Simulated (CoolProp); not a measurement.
Vapour-liquid equilibrium of CHF3 (R23) (1) + CH2F2 (R32) (2) at 170.2 K; x and y are mole fractions of (1).

Computed with CoolProp (multi-fluid Helmholtz-energy mixture model, Penoncello 2003 and Tillner-Roth 1997; pair parameters Bell 2016).

Problem. Give the bubble pressure and the first vapour's composition at x = 0.15, 0.45, 0.95. Is there an azeotrope?

Solution. x = 0.15: 0.006440 MPa, y = 0.614; x = 0.45: 0.01332 MPa, y = 0.877; x = 0.95: 0.02425 MPa, y = 0.993. No azeotrope shows between x = 0.05 and 0.95.

Pair parameters are fitted to limited data, so mixtures are less certain than the pure fluids.
